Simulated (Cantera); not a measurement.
A perfectly stirred reactor is fed with CO : H2 : O2 : N2 : CO2 = 1 : 0.041 : 0.62 : 2.33 : 0.28 (molar parts), equivalence ratio 0.84, at 1.60 bar; it is adiabatic with a 673 K inlet, and is followed from long to short residence time, starting on the burning branch (τ in s: 0.2, 0.08, 0.032, 0.013, 0.0053, 0.0022, 0.00088, 0.00036, 0.00014, 5.9e-05).

Detailed kinetics in Cantera: GRI-Mech 3.0 (53 species, 325 reactions).

Problem. Predict: blow-out, bracketed by the residence times tried; x(CO) at τ = 0.200 s; x(H2) at τ = 0.200 s; x(O2) at τ = 0.200 s; x(O) at τ = 0.200 s; x(H2O2) at τ = 0.200 s; x(CO) at τ = 2.20 ms; x(H2) at τ = 2.20 ms; x(O2) at τ = 2.20 ms; x(O) at τ = 2.20 ms; x(H2O2) at τ = 2.20 ms.

Solution. 
- blow-out, bracketed by the residence times tried = burning at 0.140 ms, out at 59.0 µs
- x(CO) at τ = 0.200 s = 0.0236
- x(H2) at τ = 0.200 s = 0.000129
- x(O2) at τ = 0.200 s = 0.0346
- x(O) at τ = 0.200 s = 0.00109
- x(H2O2) at τ = 0.200 s = 1.19e-8
- x(CO) at τ = 2.20 ms = 0.0675
- x(H2) at τ = 2.20 ms = 0.000421
- x(O2) at τ = 2.20 ms = 0.0558
- x(O) at τ = 2.20 ms = 0.00655
- x(H2O2) at τ = 2.20 ms = 6.02e-8
